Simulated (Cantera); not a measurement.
An adiabatic, constant-volume homogeneous reactor starts with CH₄ : O₂ : N₂ = 1 : 6.25 : 23.5 (molar parts), equivalence ratio 0.32, at 1375 K and 1.01 bar. Integrator tolerance rtol = 1e-08.

Detailed kinetics in Cantera: GRI-Mech 3.0 (53 species, 325 reactions).

What does this change do: 0.27 parts H2 added?


```csv
quantity,before,after
time of steepest temperature rise,2.71 ms,0.737 ms
temperature at 2.00 s,2210 K,2261 K
equilibrium temperature,2210 K,2261 K
x(CH₄) at 2.00 s,<1e-12 (gas-phase equilibrium <1e-12),<1e-12 (gas-phase equilibrium <1e-12)
x(O₂) at 2.00 s,0.132 (gas-phase equilibrium 0.132),0.126 (gas-phase equilibrium 0.126)
x(OH) at 2.00 s,0.00325 (gas-phase equilibrium 0.00325),0.00414 (gas-phase equilibrium 0.00414)
x(NO) at 2.00 s,0.0101 (gas-phase equilibrium 0.0101),0.0110 (gas-phase equilibrium 0.0110)
x(CH₃) at 2.00 s,<1e-12 (gas-phase equilibrium <1e-12),<1e-12 (gas-phase equilibrium <1e-12)
x(H₂O) at 2.00 s,0.0631 (gas-phase equilibrium 0.0631),0.0710 (gas-phase equilibrium 0.0710)
```
